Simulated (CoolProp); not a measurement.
Saturation properties of nitrogen.

The numbers come from the reference Helmholtz-energy equation of state, Span 2000 in CoolProp.

```json
[
 {"T (K)": "95.9", "p (kPa)": "578.8", "vapour density (kg/m³)": "23.81", "liquid cp (kJ/(kg K))": "2.229", "liquid conductivity (mW/(m K))": "108"},
 {"T (K)": "99.4", "p (kPa)": "?", "vapour density (kg/m³)": "30.64", "liquid cp (kJ/(kg K))": "2.303", "liquid conductivity (mW/(m K))": "101"},
 {"T (K)": "102.8", "p (kPa)": "?", "vapour density (kg/m³)": "38.76", "liquid cp (kJ/(kg K))": "2.399", "liquid conductivity (mW/(m K))": "94.6"},
 {"T (K)": "106.3", "p (kPa)": "1175", "vapour density (kg/m³)": "49.02", "liquid cp (kJ/(kg K))": "?", "liquid conductivity (mW/(m K))": "87.7"},
 {"T (K)": "109.8", "p (kPa)": "1449", "vapour density (kg/m³)": "61.76", "liquid cp (kJ/(kg K))": "2.730", "liquid conductivity (mW/(m K))": "80.8"},
 {"T (K)": "113.2", "p (kPa)": "1756", "vapour density (kg/m³)": "77.33", "liquid cp (kJ/(kg K))": "3.018", "liquid conductivity (mW/(m K))": "74.2"},
 {"T (K)": "116.7", "p (kPa)": "2120", "vapour density (kg/m³)": "98.16", "liquid cp (kJ/(kg K))": "3.525", "liquid conductivity (mW/(m K))": "?"},
 {"T (K)": "120.2", "p (kPa)": "2536", "vapour density (kg/m³)": "127.1", "liquid cp (kJ/(kg K))": "4.601", "liquid conductivity (mW/(m K))": "60.6"},
 {"T (K)": "123.6", "p (kPa)": "2998", "vapour density (kg/m³)": "172.3", "liquid cp (kJ/(kg K))": "8.427", "liquid conductivity (mW/(m K))": "55.6"}
]
```

### Question
What belongs in the gaps?

### Answer

- 99.4, p (kPa): 746.4
- 102.8, p (kPa): 940.2
- 106.3, liquid cp (kJ/(kg K)): 2.535
- 116.7, liquid conductivity (mW/(m K)): 67.3

It boils at 77.4 K under 1 atm.

Thermal conductivity comes from a separate model (Lemmon 2004).
